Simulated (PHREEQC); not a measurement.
**Nickel, zinc or cadmium bath**

Solution (25 °C): 0.29 mol ZnCl2, 9.6e-05 mol KCl and 5.1e-05 mol FeSO4 per kg of water. Closed to the air; pH follows from the charge balance.

Equilibrium calculation in PHREEQC: ion-association model, phreeqc.dat.

Precipitation was switched off in this run.

Q: What pH does the model give?

A: pH 4.76.

Q: In which forms is Fe present?

A: Fe+2 89 %, FeCl+ 11 % of the Fe.

Caution: at this ionic strength the ion-association model is outside its range; a Pitzer model would be the better tool where its parameters exist.
